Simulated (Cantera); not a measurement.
Input: 1 mol HI, 0.056 mol O2, 0.48 mol N2, at 925 K and 0.000900 bar.

Cantera equilibrium calculation (NASA polynomials, part measured and part estimated; ideal gas, pure solids and liquids). Candidate condensed phases: H2O, I2; 27 gas species. The numbers say what is thermodynamically allowed, not how fast it happens.

Base state: HI 0.331, N2 0.294, I 0.188, H2 0.0718, H2O 0.0686, I2 0.0463 (mole fractions); condensed: gas only.

### Question
What changes in the equilibrium state with this change: HI replaced by H2O?

### Answer
```json
[
 {"species": "H2O", "before": "0.0686", "after": "0.651"},
 {"species": "N2", "before": "0.294", "after": "0.312"},
 {"species": "O2", "before": "<1e-9", "after": "0.0365"},
 {"species": "HI", "before": "0.331", "after": "0"},
 {"species": "I", "before": "0.188", "after": "0"},
 {"species": "H2", "before": "0.0718", "after": "<1e-9"},
 {"species": "I2", "before": "0.0463", "after": "0"}
]
```
